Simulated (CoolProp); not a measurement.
Properties of carbonyl sulfide along the isobar 94.9 bar.

The numbers come from the reference Helmholtz-energy equation of state, Lemmon 2006 in CoolProp. It is a short technical equation, of lower accuracy than the large ones.

| T (K) | phase | cp (kJ/(kg K)) | fugacity coefficient |
|---|---|---|---|
| 342.2 | liquid | 1.480 | 0.3103 |
| 356.9 | liquid | 1.607 | 0.3791 |
| 371.7 | liquid | [?] | 0.4516 |
| 386.4 | supercritical | 2.346 | 0.5240 |
| 401.2 | supercritical | 3.845 | 0.5917 |
| 416 | supercritical | 2.811 | 0.6453 |
| 430.7 | supercritical | 1.888 | 0.6864 |
| 445.5 | supercritical | 1.521 | 0.7205 |
| 460.2 | supercritical | 1.337 | 0.7495 |
| 475 | supercritical | 1.228 | [?] |
| 489.7 | supercritical | 1.157 | 0.7970 |
| 504.5 | supercritical | 1.108 | 0.8167 |
| 519.3 | supercritical | 1.073 | [?] |
| 534 | supercritical | 1.047 | 0.8499 |
| 548.8 | supercritical | 1.027 | 0.8640 |
| 563.5 | supercritical | 1.011 | 0.8767 |

Question: Some entries are withheld; supply them.

Answer: 
- 371.7, cp (kJ/(kg K)): 1.830
- 475, fugacity coefficient: 0.7749
- 519.3, fugacity coefficient: 0.8343

The peak of cp marks the crossing from liquid-like to gas-like fluid above the critical point.
